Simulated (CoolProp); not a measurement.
Vapour-liquid equilibrium of propylene (1) + isobutane (2) at 196.7 K; x and y are mole fractions of (1).

Model: multi-fluid Helmholtz-energy mixture model, Lemmon 2013 and Bücker 2006; pair parameters Bell 2016, in CoolProp.

```
x     bubble pressure, mixture model (MPa)  bubble pressure, Raoult's law (MPa)  y, mixture model  y, Raoult's law
----  ------------------------------------  -----------------------------------  ----------------  ---------------
0.05                                     …                             0.003931             0.354            0.278
0.2                                      …                             0.006764             0.624            0.647
0.35                                     …                             0.009598             0.737            0.798
0.5                                0.01034                              0.01243             0.833            0.880
0.65                               0.01309                              0.01527             0.916            0.932
0.8                                      …                              0.01810             0.971            0.967
0.95                                     …                              0.02093                 …            0.993
```

Q: What belongs in the gaps?

A: 
- 0.05, bubble pressure, mixture model (MPa): 0.004421
- 0.2, bubble pressure, mixture model (MPa): 0.006760
- 0.35, bubble pressure, mixture model (MPa): 0.008386
- 0.8, bubble pressure, mixture model (MPa): 0.01675
- 0.95, bubble pressure, mixture model (MPa): 0.02073
- 0.95, y, mixture model: 0.996

The largest gap from Raoult's law is -16.8 % in bubble pressure, at x = 0.5. No azeotrope shows between x = 0.05 and 0.95.

The pair parameters rest on a limited set of measurements; away from them the model extrapolates. The gap from Raoult's law changes sign with composition, which may be real or a fault of the pair parameters; it wasn't checked against measurements.
